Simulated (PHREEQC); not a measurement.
H2SO4 is added in steps, without added water, to 1 kg of water holding 0.0042 mol Cu(NO3)2, at 25 °C. Oxygen alone is held at its pressure in air (log pO2 = -0.68). No CO2 enters from the air. The run lets Cu(OH)2, Brochantite, Antlerite, Cu2(OH)3NO3, Chalcanthite precipitate or redissolve, and no other solid.

Base run: PHREEQC, ion-association model, wateq4f.dat. Each further column changes one thing. The table gives SO4-2 (mol/kgw).

```
H2SO4 added (mol)      base  Cu(NO3)2 from 0.0042 to 0.00378 mol/kgw  temperature from 25 to 40 °C  8.7e-05 mol/kgw Na2SO4 added  no solid may form
-----------------  --------  ---------------------------------------  ----------------------------  ----------------------------  -----------------
0                         0                                        0                             0                       6.43e-5                  0
0.0006             0.000427                                 0.000434                      0.000411                      0.000490           0.000427
0.0012             0.000826                                 0.000838                      0.000785                      0.000888           0.000826
0.0018              0.00120                                  0.00122                       0.00113                       0.00126            0.00120
0.0024              0.00156                                  0.00157                       0.00144                       0.00161            0.00156
0.003               0.00189                                  0.00191                       0.00174                       0.00195            0.00189
0.0036              0.00221                                  0.00223                       0.00202                       0.00227            0.00221
0.0042              0.00251                                  0.00254                       0.00228                       0.00257            0.00251
0.0048              0.00281                                  0.00283                       0.00253                       0.00286            0.00281
0.0054              0.00309                                  0.00312                       0.00277                       0.00314            0.00309
0.006               0.00336                                  0.00339                       0.00299                       0.00341            0.00336
0.0066              0.00362                                  0.00365                       0.00321                       0.00367            0.00362
0.0072              0.00387                                  0.00390                       0.00342                       0.00392            0.00387
```

 Constants without temperature data keep their 25 °C values here. Solids allowed in the column '8.7e-05 mol/kgw Na2SO4 added': Cu(OH)2, Brochantite, Antlerite, Cu2(OH)3NO3, Mirabilite, Chalcanthite.
